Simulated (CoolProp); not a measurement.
Vapour-liquid equilibrium of ethanol (1) + dimethyl carbonate (2) at 436.2 K; x and y are mole fractions of (1).

Computed with CoolProp (multi-fluid Helmholtz-energy mixture model, Schroeder 2014 and Zhou 2011; pair parameters Bell 2016).

```json
[
 {"x": "0.05", "bubble pressure (kPa)": "757.3", "y at the bubble point": "0.151", "dew pressure at overall composition x (kPa)": "692.0", "liquid density (mol/L)": "9.661"},
 {"x": "0.2", "bubble pressure (kPa)": "978.2", "y at the bubble point": "0.408", "dew pressure at overall composition x (kPa)": "793.3", "liquid density (mol/L)": "10.00"},
 {"x": "0.35", "bubble pressure (kPa)": "1130", "y at the bubble point": "0.548", "dew pressure at overall composition x (kPa)": "921.0", "liquid density (mol/L)": "10.41"},
 {"x": "0.5", "bubble pressure (kPa)": "1234", "y at the bubble point": "0.647", "dew pressure at overall composition x (kPa)": "1076", "liquid density (mol/L)": "10.91"},
 {"x": "0.65", "bubble pressure (kPa)": "1307", "y at the bubble point": "0.733", "dew pressure at overall composition x (kPa)": "1238", "liquid density (mol/L)": "11.54"},
 {"x": "0.8", "bubble pressure (kPa)": "1352", "y at the bubble point": "0.825", "dew pressure at overall composition x (kPa)": "1343", "liquid density (mol/L)": "12.31"},
 {"x": "0.95", "bubble pressure (kPa)": "1361", "y at the bubble point": "0.947", "dew pressure at overall composition x (kPa)": "1361", "liquid density (mol/L)": "13.27"}
]
```

y crosses x between x = 0.8 and 0.95: the model has an azeotrope there.

Pair parameters are fitted to limited data, so mixtures are less certain than the pure fluids.
